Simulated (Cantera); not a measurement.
A freely propagating, adiabatic, planar premixed flame of 15.4 % CH3OH, 17.7 % O2, 66.9 % N2, equivalence ratio 1.3, unburnt at 300 K and 0.610 bar; multicomponent+Soret transport, grid criteria slope 0.08 and curve 0.16, no radiation.

Computed with Cantera and GRI-Mech 3.0 (53 species, 325 reactions). GRI-Mech 3.0 was tuned for natural gas; its chemistry of methanol as a main component is partial and can be far from experiment. Burning velocities carry a grid error of a few per cent, more on coarse grids.

x: mole fraction of selected species; z is measured from the peak of heat release.

```tsv
z (mm)	T (K)	u (m/s)	x CH3OH	x O2	x C2H6	x HCN	x CH3	x O
-1.29	300	0.554	0.154	0.177	<1e-8	<1e-8	<1e-8	<1e-8
-0.861	302	0.559	0.153	0.176	<1e-8	<1e-8	<1e-8	<1e-8
-0.646	310	0.575	0.153	0.175	<1e-8	<1e-8	<1e-8	<1e-8
-0.431	383	0.721	0.149	0.169	2.56e-8	<1e-8	<1e-8	<1e-8
-0.215	?	1.62	?	?	?	?	?	?
-0.108	1224	2.51	0.0606	0.0928	9.20e-7	2.03e-7	1.79e-5	6.00e-6
0	1617	3.45	0.00973	0.0528	1.26e-6	3.90e-7	0.000255	0.000291
0.108	1754	3.78	0.000153	0.0293	1.31e-7	4.93e-7	0.000117	0.00150
0.215	1792	3.85	5.24e-7	0.0161	<1e-8	3.62e-7	1.13e-5	0.00216
0.431	1836	3.92	<1e-8	0.00721	<1e-8	1.47e-7	1.55e-7	0.00218
0.861	1883	3.99	<1e-8	0.00434	<1e-8	2.81e-8	<1e-8	0.00174
1.72	1937	4.09	<1e-8	0.00298	<1e-8	<1e-8	<1e-8	0.00120
3.44	1991	4.19	<1e-8	?	<1e-8	<1e-8	<1e-8	?
```

### Question
Complete the blanks.

### Answer

- -0.215, T (K): 821
- -0.215, x CH3OH: 0.110
- -0.215, x O2: 0.131
- -0.215, x C2H6: 3.73e-7
- -0.215, x HCN: 8.86e-8
- -0.215, x CH3: 3.18e-7
- -0.215, x O: 4.93e-8
- 3.44, x O2: 0.00177
- 3.44, x O: 0.000690
